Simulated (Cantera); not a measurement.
Charge: 1 mol CH3SiH3, 0.0051 mol C3H8, 4.3 mol H2, held at 1525 °C and 133 Pa.

Equilibrium computed with Cantera from the NASA thermochemical tables; the gas is ideal and each condensed phase is pure. Candidate condensed phases: C, C6H6, C7H8, C8H18, Si, SiC; 87 gas species. The feed counts by its element totals alone. Equilibrium is a limit: real reactors are often held back by kinetics, nucleation or transport.

Base state: H2 0.990, H 0.00961, C2H2 (acetylene) 0.000171, Si 5.54e-5 (mole fractions); condensed: C(graphite) + SiC(s).

**Question.** What changes in the equilibrium state with this change: temperature from 1525 °C to 1577 °C?

**Answer.** 
```tsv
species	before	after
H2	0.990	0.985
H	0.00961	0.0146
C2H2 (acetylene)	0.000171	0.000258
Si	5.54e-5	0.000146
C(graphite), mol	0.0132	0.0126
SiC(s), mol	1.000	0.999
```
